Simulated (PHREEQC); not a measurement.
A solution holds 0.00252 mol K2CO3 and 0.15 mol FeCl2 per kg of water, at 52 °C. Closed to the air; pH follows from the charge balance.

The numbers come from PHREEQC with the ion-association model, wateq4f.dat.

This is a speciation only: nothing precipitates in the calculation.

Q: Estimate the pH, ionic strength.

A: pH 7.35; ionic strength 0.422 mol/kgw.

Q: In which forms is Cl present?

A: Cl- 96 %, FeCl+ 4.1 % of the Cl.

Examples of supersaturated solids here: Siderite. Others may be too. Constants without temperature data keep their 25 °C values here.
